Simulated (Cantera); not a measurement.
An isothermal, constant-pressure homogeneous reactor starts with 10.3 % H2, 89.7 % O2, at 1325 K and 20.0 Torr.

Model: the H2/O2 subset of GRI-Mech 3.0, which has no nitrogen chemistry, integrated in Cantera. Radical loss at walls, strong at low pressure, is not modelled. The temperature is held fixed by assumption; the heat of reaction is taken as removed at once.

x: mole fraction; the columns are a selection and need not sum to one.

```tsv
t (s)	x H2	x O2	x HO2	x OH	x O	x H	x H2O2
1.00e-6	0.103	0.897	1.44e-9	4.96e-11	5.00e-11	1.39e-9	<1e-12
4.38e-6	0.103	0.897	6.29e-9	8.37e-10	8.71e-10	5.51e-9	<1e-12
1.92e-5	0.103	0.897	[?]	[?]	[?]	[?]	1.19e-11
8.41e-5	0.103	0.897	1.21e-7	2.17e-7	2.88e-7	2.36e-7	2.24e-10
0.000368	0.0967	0.893	4.23e-6	0.00166	0.00230	0.00178	2.34e-8
0.00161	0.00281	0.831	8.32e-6	0.00852	0.0528	0.0180	2.69e-7
0.00707	0.00157	0.860	7.58e-6	0.00646	0.0275	0.00686	2.68e-7
0.0310	0.000250	0.887	3.60e-6	0.00261	0.00417	0.000407	1.56e-7
0.136	[?]	0.891	[?]	[?]	[?]	[?]	[?]
0.595	1.68e-6	0.892	8.52e-8	0.000217	2.82e-5	2.28e-7	9.24e-9
2.60	2.55e-7	0.892	4.61e-8	8.47e-5	4.31e-6	1.36e-8	2.21e-9
11.4	9.78e-8	0.892	5.81e-8	5.25e-5	1.66e-6	3.26e-9	1.13e-9
50.0	9.47e-8	0.892	5.87e-8	5.17e-5	1.60e-6	3.10e-9	1.10e-9
```

Task: What belongs in the gaps?

Result: 
- 1.92e-5, x HO2: 2.76e-8
- 1.92e-5, x OH: 1.10e-8
- 1.92e-5, x O: 1.27e-8
- 1.92e-5, x H: 2.07e-8
- 0.136, x H2: 1.77e-5
- 0.136, x HO2: 5.68e-7
- 0.136, x OH: 0.000698
- 0.136, x O: 0.000294
- 0.136, x H: 7.66e-6
- 0.136, x H2O2: 4.22e-8
